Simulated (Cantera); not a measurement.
Feed: 1 mol Fe2O3, 820 mol H2, held at 1.40 bar.

Cantera equilibrium calculation (NASA polynomials, part measured and part estimated; ideal gas, pure solids and liquids). Candidate condensed phases: Fe, FeO, Fe(OH)2, Fe(OH)3, Fe2O3, Fe3O4, H2O; 12 gas species. Rates play no part.

Problem. Which condensed phases are stable at each of these points (T (K)): 798, 848, 898, 948, 998, 1048, 1098, 1148, 1198, 1248?

Solution. 
```
T (K)  condensed phases  Fe condensed (%)
-----  ----------------  ----------------
798               Fe(α)             100.0
848               Fe(α)             100.0
898               Fe(α)             100.0
948               Fe(α)             100.0
998               Fe(α)             100.0
1048              Fe(α)             100.0
1098              Fe(α)             100.0
1148              Fe(α)             100.0
1198              Fe(γ)             100.0
1248              Fe(γ)             100.0
```

From 798 K to 1148 K the condensed part is Fe(α). From 1198 K to 1248 K the condensed part is Fe(γ).
